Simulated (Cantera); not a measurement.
Cantera run:

```python
import numpy as np
import cantera as ct

gas_names = [...]  # 95 gases of nasa_gas.yaml made of C, F, H
cond_names = """
    C(gr) C6H6(L) C7H8(L) C8H18(L),n-octa
""".split()


# ... load() reads the species with a 1 bar reference pressure and builds the phases ...
atoms = {
    'C2F6': {'C': 2, 'F': 6},
    'CH4': {'C': 1, 'H': 4},
}
top_T = {'C(gr)': 4500}  # K; cautious upper limits of use, not melting points


# ... equilibrate(T, P, feed) seeds the gas with the atoms and calls Mixture.equilibrate('TP', solver="vcs", rtol=1e-11, max_steps=5000) ...
results = []
feed = {'C2F6': 1, 'CH4': 0.013}  # mol
P = 13332.2  # Pa
for T in [975, 1125, 1275, 1425, 1575, 1725, 1875, 2025, 2175]:
    mix = equilibrate(T, P, feed)
    results.append((T, P, feed, dict(zip(mix.species_names, mix.species_moles))))
    x = sorted(zip(gas.X, gas.species_names), reverse=True)
    print(f"T = {T:g} K  P = {P:g} Pa  gas = {mix.phase_moles(0):.4g} mol")
    print("   x: " + "  ".join(f"{s} {v:.3e}" for v, s in x if v > 1e-05))
    print("   condensed (mol): " + ("  ".join(f"{mix.phase(i).name} {mix.phase_moles(i):.4g}"
          for i in range(1, mix.n_phases) if mix.phase_moles(i) > 1e-12) or "none"))
```

Output:

```
T = 975 K  P = 13332.2 Pa  gas = 1.539 mol
   x: CF4 9.662e-01  HF 3.379e-02
   condensed (mol): C(gr) 0.526
T = 1125 K  P = 13332.2 Pa  gas = 1.539 mol
   x: CF4 9.662e-01  HF 3.379e-02
   condensed (mol): C(gr) 0.526
T = 1275 K  P = 13332.2 Pa  gas = 1.539 mol
   x: CF4 9.662e-01  HF 3.379e-02
   condensed (mol): C(gr) 0.526
T = 1425 K  P = 13332.2 Pa  gas = 1.539 mol
   x: CF4 9.662e-01  HF 3.379e-02  CF2 3.535e-05  CF3 1.942e-05
   condensed (mol): C(gr) 0.526
T = 1575 K  P = 13332.2 Pa  gas = 1.539 mol
   x: CF4 9.657e-01  HF 3.378e-02  CF2 3.338e-04  CF3 1.201e-04  F 2.969e-05
   condensed (mol): C(gr) 0.5257
T = 1725 K  P = 13332.2 Pa  gas = 1.541 mol
   x: CF4 9.634e-01  HF 3.374e-02  CF2 2.115e-03  CF3 5.385e-04  F 2.431e-04
   condensed (mol): C(gr) 0.5243
T = 1875 K  P = 13332.2 Pa  gas = 1.549 mol
   x: CF4 9.533e-01  HF 3.357e-02  CF2 9.863e-03  CF3 1.880e-03  F 1.420e-03
   condensed (mol): C(gr) 0.5182
T = 2025 K  P = 13332.2 Pa  gas = 1.577 mol
   x: CF4 9.194e-01  CF2 3.592e-02  HF 3.297e-02  F 6.344e-03  CF3 5.330e-03  CF 3.326e-05
   condensed (mol): C(gr) 0.498
T = 2175 K  P = 13332.2 Pa  gas = 1.66 mol
   x: CF4 8.284e-01  CF2 1.050e-01  HF 3.133e-02  F 2.266e-02  CF3 1.236e-02  CF 2.319e-04  C2F4 1.887e-05
   condensed (mol): C(gr) 0.4428
```

Method: chemical equilibrium by Gibbs-energy minimisation in Cantera with the NASA 1993 tables (ideal gas, pure condensed phases). The feed counts by its element totals alone. The tables' values for C2F4 are old estimates; treat these amounts as uncertain. Gases not in the tables: C2F6 and larger saturated fluorocarbons.
